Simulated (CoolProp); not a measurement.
Vapour-liquid equilibrium of R143a (1) + R152A (2) at 0.112 MPa; x and y are mole fractions of (1).

Values from CoolProp's multi-fluid Helmholtz-energy mixture model, Lemmon and Jacobsen 2000 and Outcalt 1996; pair parameters Bell 2016.

```
x     bubble temperature (K)  y at the bubble point  dew temperature at overall composition x (K)  liquid density (mol/L)
----  ----------------------  ---------------------  --------------------------------------------  ----------------------
0.05                   248.9                    [?]                                         250.6                     [?]
0.15                   244.8                  0.354                                         248.8                   15.09
0.25                   241.6                  0.501                                         246.9                   14.96
0.35                   238.9                  0.611                                         244.9                   14.81
0.45                   236.7                  0.697                                         242.7                   14.66
0.55                   234.8                  0.768                                         240.4                     [?]
0.65                   233.0                  0.829                                           [?]                   14.35
0.75                   231.5                  0.883                                         235.3                   14.19
0.85                   230.0                  0.932                                         232.4                   14.04
0.95                   228.7                  0.978                                           [?]                   13.88
```

What belongs in the gaps?


- 0.05, y at the bubble point: 0.143
- 0.05, liquid density (mol/L): 15.19
- 0.55, liquid density (mol/L): 14.51
- 0.65, dew temperature at overall composition x (K): 237.9
- 0.95, dew temperature at overall composition x (K): 229.5

No azeotrope shows between x = 0.05 and 0.95.

Pair parameters are fitted to limited data, so mixtures are less certain than the pure fluids.
